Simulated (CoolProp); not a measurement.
n-heptane along the isotherm 600 K: Z from the reference equation and from simpler models built on Tc = 541.2 K, pc = 2774 kPa, ω = 0.349; each cubic takes its own stable root.

The numbers come from the reference Helmholtz-energy equation of state, Span 2003 in CoolProp. It is a short technical equation, of lower accuracy than the large ones.

```
p (kPa)          phase  reference
-------  -------------  ---------
21.9               gas     0.9981
32.2               gas     0.9972
47.2               gas     0.9959
69.3               gas     0.9940
102                gas     0.9911
149                gas     0.9870
219                gas     0.9808
322                gas     0.9716
472                gas     0.9581
693                gas     0.9377
1020               gas     0.9066
1490               gas     0.8595
2190               gas     0.7838
3220     supercritical     0.6594
4720     supercritical     0.4724
6930     supercritical     0.4293
```

Question: How far does each simpler model (Soave-Redlich-Kwong, Peng-Robinson) lie from the reference over these 16 states: mean and median of the absolute difference, and the worst?

Answer: 
- Soave-Redlich-Kwong: mean 2.6 %, median 0.1 %, worst +19.8 % at 600 K and 6930 kPa
- Peng-Robinson: mean 1.5 %, median 0.4 %, worst +10.6 % at 600 K and 6930 kPa
